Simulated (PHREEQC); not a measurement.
**Hard or scaling water: speciation**

A solution holds 130 mmol/kgw MgCl2, 2.9 mmol/kgw Na2SO4 and 58 mmol/kgw MgSO4, at 20 °C. Closed to the air; pH follows from the charge balance.

All values are PHREEQC results (ion-association model, phreeqc.dat), not measurements.

Each row changes one thing in this solution. Precipitation was switched off in this run.

```
case                                            pH  ionic strength (mol/kgw)  Mg+2 (mol/kgw)  MgSO4 (mol/kgw)  SO4-2 (mol/kgw)  NaSO4- (mol/kgw)
--------------------------------------------  ----  ------------------------  --------------  ---------------  ---------------  ----------------
as made                                       6.55                     0.476           0.149           0.0385           0.0222          0.000134
diluted 10-fold with water                    6.83                    0.0528          0.0162          0.00256          0.00353           4.48e-6
MgCl2 replaced by FeCl3 at the same molality  2.09                     0.534          0.0530          0.00500          0.00871           5.12e-5
diluted 100-fold with water                   7.01                   0.00591         0.00178          9.92e-5         0.000510           1.04e-7
MgSO4 from 0.058 to 0.0522 mol/kgw            6.54                     0.468           0.147           0.0348           0.0202                 ?
temperature from 20 to 10 °C                  6.74                     0.490           0.153           0.0352           0.0256                 ?
temperature from 20 to 5 °C                   6.85                     0.497           0.155           0.0333           0.0274                 ?
MgCl2 left out                                6.88                     0.132          0.0309           0.0271           0.0335          0.000305
```

Q: What belongs in the gaps?

A: 
- MgSO4 from 0.058 to 0.0522 mol/kgw, NaSO4- (mol/kgw): 0.000122
- temperature from 20 to 10 °C, NaSO4- (mol/kgw): 0.000145
- temperature from 20 to 5 °C, NaSO4- (mol/kgw): 0.000151

Species that the database lacks are ignored. Some of these states are supersaturated (in Hematite (slow to form), Goethite (slow to form), for instance). Constants without temperature data keep their 25 °C values here.
